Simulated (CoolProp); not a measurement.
The numbers come from the reference Helmholtz-energy equation of state, Lemmon 2006 in CoolProp. It is a short technical equation, of lower accuracy than the large ones.

Question: For acetone, give the phase and the cp (kJ/(kg K)), cv (kJ/(kg K)), speed of sound (m/s), expansivity (1/kK) at 261.75 °C and 0.735 MPa.

Answer: 
- 261.75 °C and 0.735 MPa: gas; cp 2.03, cv 1.84, speed of sound 275, expansivity 2.25
